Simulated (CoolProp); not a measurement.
CH2F2 (R32) at several states: density (kg/m³) from the reference equation and from simpler models built on Tc = 78.1 °C, pc = 5.783 MPa, ω = 0.277; each cubic takes its own stable root.

Model: reference Helmholtz-energy equation of state, Tillner-Roth 1997, in CoolProp.

```tsv
T (°C)	p (MPa)	phase	reference	van der Waals	Peng-Robinson
54.55	15	liquid	924.7	540.0	___
-115.45	0.0282	liquid	___	1.129	___
135.65	0.425	gas	6.615	6.605	6.617
```

Task: What belongs in the gaps?

Result: 
- 54.55, Peng-Robinson: 802.4
- -115.45, reference: 1377
- -115.45, Peng-Robinson: 1182

At some of these states van der Waals gives the other phase, because its saturation line lies elsewhere.
